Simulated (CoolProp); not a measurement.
C3F8 (R218) at 293.15 K and 0.0484 MPa is throttled through a valve to 0.00223 MPa with no heat exchange. Each further row changes one setting.

Computed with CoolProp (reference Helmholtz-energy equation of state, Lemmon 2006). It is a short technical equation, of lower accuracy than the large ones.

```tsv
case	final density (kg/m³)
as stated	[?]
outlet pressure 0.000669 MPa	[?]
outlet pressure 0.0029 MPa	[?]
```

Task: Complete the blanks.

Result: 
- as stated, final density (kg/m³): 0.172
- outlet pressure 0.000669 MPa, final density (kg/m³): 0.0517
- outlet pressure 0.0029 MPa, final density (kg/m³): 0.224
